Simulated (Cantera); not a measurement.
Charge: 1 mol HMDSO, a varied amount of CO₂, held at 1052 °C and 100 Torr.

Equilibrium computed with Cantera from the NASA thermochemical tables; the gas is ideal and each condensed phase is pure. Candidate condensed phases: C, C₆H₆, C₇H₈, C₈H₁₈, H₂O, Si, SiC, SiO₂; 123 gas species. The feed counts by its element totals alone. The tables hold silica as quartz up to 1696 K and as liquid above; real silica turns to tridymite and cristobalite and melts near 1996 K. Gases not in the tables: Si(OH)₄. Rates play no part.

x: gas mole fraction; n: condensed amount in mol.

| n(CO₂) (mol) | x H₂ | x CO | x CO₂ | x H₂O | x CH₄ | x H | n C(graphite) | n SiO₂(β-quartz) |
|---|---|---|---|---|---|---|---|---|
| 1.6 | 0.977 | 0.0217 | 2.43e-7 | 2.04e-5 | 0.000855 | (withheld) | 7.39 | 2.00 |
| 3.6 | 0.681 | 0.318 | 5.21e-5 | 0.000208 | 0.000415 | (withheld) | 5.40 | 2.00 |
| 5.6 | 0.523 | 0.477 | 0.000117 | 0.000239 | 0.000245 | (withheld) | 3.40 | 2.00 |
| 7.6 | 0.424 | 0.575 | 0.000170 | 0.000234 | 0.000161 | (withheld) | 1.41 | 2.00 |
| 9.6 | 0.353 | 0.622 | 0.0119 | 0.0125 | 1.88e-6 | (withheld) | 0 | 2.00 |
| 12 | 0.282 | 0.607 | 0.0596 | 0.0515 | 2.26e-7 | (withheld) | 0 | 2.00 |
| 14 | 0.237 | 0.591 | 0.0987 | 0.0737 | 9.13e-8 | 2.18e-6 | 0 | 2.00 |
| 16 | 0.201 | 0.573 | 0.137 | 0.0893 | 4.48e-8 | 2.01e-6 | 0 | 2.00 |
| 18 | 0.173 | 0.555 | 0.173 | 0.100 | 2.45e-8 | 1.86e-6 | 0 | 2.00 |
| 20 | 0.150 | 0.536 | 0.207 | 0.108 | 1.43e-8 | 1.73e-6 | 0 | 2.00 |
| 22 | 0.131 | 0.518 | 0.239 | 0.112 | 8.85e-9 | 1.62e-6 | 0 | 2.00 |
| 24 | 0.115 | 0.500 | 0.269 | 0.116 | 5.69e-9 | 1.52e-6 | 0 | 2.00 |

### Question
What belongs in the gaps?

### Answer

- 1.6, x H: 4.43e-6
- 3.6, x H: 3.70e-6
- 5.6, x H: 3.24e-6
- 7.6, x H: 2.92e-6
- 9.6, x H: 2.66e-6
- 12, x H: 2.38e-6
